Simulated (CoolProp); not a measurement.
Vapour-liquid equilibrium of dimethyl ether (1) + n-butane (2) at 318.2 K; x and y are mole fractions of (1).

Values from CoolProp's multi-fluid Helmholtz-energy mixture model, Wu 2011 and Bücker 2006; pair parameters Bell 2016.

Give the bubble pressure and the first vapour's composition at x = 0.275, 0.725, 0.95. Is there an azeotrope?

x = 0.275: 665.1 kPa, y = 0.482; x = 0.725: 910.2 kPa, y = 0.817; x = 0.95: 996.2 kPa, y = 0.963. No azeotrope shows between x = 0.05 and 0.95.

The pair parameters rest on a limited set of measurements; away from them the model extrapolates.
